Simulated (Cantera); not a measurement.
Thermodynamics of sublimation and decomposition of ceramics, feed Si3N4 + H2

Feed: 1 mol Si3N4, 0.47 mol H2, held at 2998.15 K.

These are equilibrium values from Cantera (NASA tables, ideal gas, pure condensed phases), not measurements of a reactor. Candidate condensed phases: Si, Si3N4; 18 gas species. The tables' values for SiN are old estimates; treat these amounts as uncertain. Gases not in the tables: Si2H6 and higher silanes. Rates play no part.

```
P (Pa)   log p N2  log p Si  log p H2  log p H  log p Si2  n Si(l)
-------  --------  --------  --------  -------  ---------  -------
1           -5.47     -5.30     -9.99    -5.80     -10.93        0
16          -4.27     -4.09     -7.59    -4.60      -8.52        0
250         -3.07     -2.90     -5.22    -3.42      -6.13        0
4000        -1.86     -1.69     -3.05    -2.33      -3.72        0
63000       -0.40     -0.98     -1.15    -1.38      -2.29     2.35
1000000      0.90     -0.98      0.24    -0.68      -2.29     2.95
```
log p: log10 of the partial pressure in bar; n: condensed amount in mol.

From 1.00 Pa to 40.0 mbar nothing is condensed. From 0.630 bar to 10.0 bar the condensed part is Si(l). The main Si-bearing gas is Si throughout.
